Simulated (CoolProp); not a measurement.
Sulfur dioxide at several states: Z from the reference equation and from simpler models built on Tc = 157.5 °C, pc = 78.87 bar, ω = 0.256; each cubic takes its own stable root.

Model: reference Helmholtz-energy equation of state, Gao 2016, in CoolProp.

```
T (°C)  p (bar)  phase  reference
------  -------  -----  ---------
32.65      4.75    gas     0.9234
164.15     57.9    gas     0.6962
198.85     15.7    gas     0.9485
```

How far does each simpler model (Pitzer virial, van der Waals, Redlich-Kwong, Peng-Robinson) lie from the reference over these 3 states: mean and median of the absolute difference, and the worst?


- Pitzer virial: mean 3.3 %, median 1.0 %, worst +8.9 % at 164.15 °C and 57.9 bar
- van der Waals: mean 3.0 %, median 3.8 %, worst +4.8 % at 164.15 °C and 57.9 bar
- Redlich-Kwong: mean 1.2 %, median 1.0 %, worst +2.3 % at 32.65 °C and 4.75 bar
- Peng-Robinson: mean 1.3 %, median 1.3 %, worst -1.9 % at 164.15 °C and 57.9 bar
